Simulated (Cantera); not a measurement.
Equilibrium for metals in furnace atmospheres: Cu + H2O + H2

A closed system holds: 1 mol Cu, 2.5 mol H2O, 97 mol H2, at 1823 K and 1.00 bar.

Cantera equilibrium calculation (NASA polynomials, part measured and part estimated; ideal gas, pure solids and liquids). Candidate condensed phases: Cu, CuO, Cu(OH)2, Cu2O, H2O; 12 gas species. Rates play no part.

```
Quantity        Value
----------  ---------
x(H2)           0.974
x(H2O)         0.0251
x(Cu)        0.000704
x(H)         0.000428
x(Cu2)        1.49e-6
n(Cu(l))    0.930 mol
gas amount  99.59 mol
```
